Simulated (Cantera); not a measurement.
What does this Cantera script print?

```python
import numpy as np
import cantera as ct

gas = ct.Solution("gri30.yaml")


def delay(T, t_max=10):
    gas.TPX = T, 1000000, {'CO': 1, 'H2': 0.87, 'O2': 0.468, 'N2': 1.76}
    reactor = ct.IdealGasReactor(gas, clone=False)
    net = ct.ReactorNet([reactor])
    net.rtol, net.atol = 1e-8, 1e-16
    while net.time < t_max:
        t_old, T_old = net.time, reactor.T
        net.step()
        if reactor.T > T + 400:  # ignition: a rise of 400 K
            return t_old + (T + 400 - T_old) / (reactor.T - T_old) * (net.time - t_old)
    return np.nan


taus = []
for T in [1150, 1225, 1300, 1375, 1450, 1525, 1600, 1675]:
    taus.append(delay(T))
    print(f"T0 = {T:6g} K   tau = {taus[-1]:.4e} s")
```

Output:

```
T0 =   1150 K   tau = 7.4823e-05 s
T0 =   1225 K   tau = 1.5079e-05 s
T0 =   1300 K   tau = 5.6682e-06 s
T0 =   1375 K   tau = 3.2335e-06 s
T0 =   1450 K   tau = 2.2011e-06 s
T0 =   1525 K   tau = 1.6408e-06 s
T0 =   1600 K   tau = 1.2944e-06 s
T0 =   1675 K   tau = 1.0635e-06 s
```

Detailed kinetics in Cantera: GRI-Mech 3.0 (53 species, 325 reactions). The hydrogen kinetics of GRI-Mech 3.0 are dated; newer H2 mechanisms differ, most at raised pressure. Where the delays flatten at high temperature, the 400 K rule measures the pace of heat release, not the induction time.
